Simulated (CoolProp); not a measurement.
Model: reference Helmholtz-energy equation of state, Lemmon 2006, in CoolProp. It is a short technical equation, of lower accuracy than the large ones.

Problem. Give the vapour pressure (bar), enthalpy of vaporisation (kJ/kg), vapour Z, liquid viscosity (µPa s) of saturated C3F8 (R218) at 306.5 K.

Solution. 
```tsv
T (K)	p (bar)	enthalpy of vaporisation (kJ/kg)	vapour Z	liquid viscosity (µPa s)
306.5	10.8	70.3	0.726	146
```

Viscosity comes from a separate model (Huber 2003), an estimate that may be off by 10 % or more.
